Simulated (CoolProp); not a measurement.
The numbers come from the reference Helmholtz-energy equation of state, Lemmon 2016 in CoolProp.

### Question
Give the vapour pressure (MPa), vapour density (kg/m³), enthalpy of vaporisation (kJ/kg), liquid cp (kJ/(kg K)) of saturated R365MFC at 103.65, 130.35 °C.

### Answer
| T (°C) | p (MPa) | vapour density (kg/m³) | enthalpy of vaporisation (kJ/kg) | liquid cp (kJ/(kg K)) |
|---|---|---|---|---|
| 103.65 | 0.640 | 36.3 | 152 | 1.58 |
| 130.35 | 1.15 | 67.9 | 131 | 1.71 |
